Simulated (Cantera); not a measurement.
Input: 1 mol Nb2O5, 1.8 mol H2, equilibrated at 1723.15 K and 0.100 bar.

These are equilibrium values from Cantera (NASA tables, ideal gas, pure condensed phases), not measurements of a reactor. Candidate condensed phases: H2O, Nb, NbO, NbO2, Nb2O5; 12 gas species. Mutual solubility and eutectic melting of coexisting phases are not modelled. Condensed phases not in the tables: the oxides between NbO2 and Nb2O5. Kinetics and transport are ignored.

Base state: H2 0.831, H2O 0.169, H 0.000526 (mole fractions); condensed: NbO2(s) + Nb2O5(s).

### Question
What changes in the equilibrium state with this change: Nb2O5 replaced by SiO2?

### Answer
```
species                 before     after
--------------------  --------  --------
H2                       0.831     0.995
SiO                          0   0.00213
H2O                      0.169   0.00213
H                     0.000526  0.000576
NbO2(s), mol             0.608         0
Nb2O5(s), mol            0.696         0
SiO2(condensed), mol         0     0.996
```
The tables hold silica as quartz up to 1696 K and as liquid above; real silica turns to tridymite and cristobalite and melts near 1996 K. Further candidate phases: Si, SiO2.
